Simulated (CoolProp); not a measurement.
Vapour-liquid equilibrium of ethylbenzene (1) + n-nonane (2) at 487.8 K; x and y are mole fractions of (1).

The numbers come from the multi-fluid Helmholtz-energy mixture model, Zhou 2012 and Lemmon 2006; pair parameters Bell 2016 in CoolProp.

```
x     bubble pressure, mixture model (bar)  bubble pressure, Raoult's law (bar)  y, mixture model  y, Raoult's law
----  ------------------------------------  -----------------------------------  ----------------  ---------------
0.05                                 4.349                                4.322             0.068            0.066
0.2                                    [?]                                4.535             0.254            0.250
0.35                                 4.910                                4.748             0.418            0.418
0.5                                    [?]                                4.961             0.563            0.572
0.65                                   [?]                                5.175             0.697            0.713
0.8                                    [?]                                5.388             0.825            0.842
0.95                                   [?]                                5.601             0.955            0.962
```

Q: Some entries are withheld; supply them.

A: 
- 0.2, bubble pressure, mixture model (bar): 4.640
- 0.5, bubble pressure, mixture model (bar): 5.150
- 0.65, bubble pressure, mixture model (bar): 5.354
- 0.8, bubble pressure, mixture model (bar): 5.520
- 0.95, bubble pressure, mixture model (bar): 5.642

The largest gap from Raoult's law is +3.8 % in bubble pressure, at x = 0.5. No azeotrope shows between x = 0.05 and 0.95.

Pair parameters are fitted to limited data, so mixtures are less certain than the pure fluids.
